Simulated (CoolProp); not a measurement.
Vapour pressure (MPa) of C2F6 (R116): the reference equation beside estimates from Tc = 293.0 K, pc = 3.048 MPa, ω = 0.257. Clausius-Clapeyron is anchored at 218.1 K with a constant enthalpy of vaporisation of 14.64 kJ/mol.

The numbers come from the reference Helmholtz-energy equation of state, Lemmon 2006 in CoolProp. It is a short technical equation, of lower accuracy than the large ones.

| T (K) | reference | Clausius-Clapeyron | van der Waals | Redlich-Kwong | Soave-Redlich-Kwong | Peng-Robinson |
|---|---|---|---|---|---|---|
| 203.1 | 0.1531 | 0.1661 | 0.5807 | 0.2450 | 0.1528 | 0.1525 |
| 205.3 | 0.1703 | 0.1823 | 0.6137 | 0.2685 | 0.1702 | 0.1696 |
| 207.4 | 0.1880 | 0.1988 | 0.6462 | 0.2923 | 0.1881 | 0.1872 |
| 209.5 | 0.2072 | 0.2164 | 0.6799 | 0.3177 | 0.2074 | 0.2062 |
| 211.7 | 0.2288 | [?] | 0.7163 | 0.3459 | 0.2292 | 0.2277 |
| 213.8 | 0.2510 | 0.2563 | 0.7523 | 0.3745 | 0.2517 | 0.2498 |
| 215.9 | 0.2748 | [?] | [?] | 0.4047 | 0.2757 | 0.2735 |
| 218.1 | 0.3015 | 0.3015 | 0.8295 | 0.4381 | 0.3028 | 0.3001 |
| 220.2 | [?] | 0.3256 | 0.8690 | 0.4719 | 0.3305 | 0.3273 |
| 222.3 | 0.3579 | 0.3512 | 0.9097 | 0.5073 | 0.3600 | 0.3563 |
| 224.4 | 0.3889 | 0.3782 | 0.9515 | 0.5447 | 0.3915 | 0.3873 |
| 226.6 | 0.4235 | 0.4081 | 0.9967 | 0.5858 | 0.4267 | 0.4219 |
| 228.7 | 0.4587 | 0.4383 | 1.041 | 0.6270 | 0.4625 | 0.4570 |
| 230.8 | 0.4960 | 0.4701 | 1.087 | 0.6702 | 0.5004 | 0.4943 |
| 233 | 0.5374 | 0.5052 | 1.136 | 0.7176 | 0.5426 | 0.5358 |

Task: Some entries are withheld; supply them.

Result: 
- 211.7, Clausius-Clapeyron: 0.2362
- 215.9, Clausius-Clapeyron: 0.2777
- 215.9, van der Waals: 0.7894
- 220.2, reference: 0.3288

Absolute difference from the reference over all 15 rows, mean and median: Clausius-Clapeyron 3.8 and 3.6 %, van der Waals 182.8 and 175.1 %, Redlich-Kwong 45.9 and 45.3 %, Soave-Redlich-Kwong 0.5 and 0.4 %, Peng-Robinson 0.4 and 0.4 %.
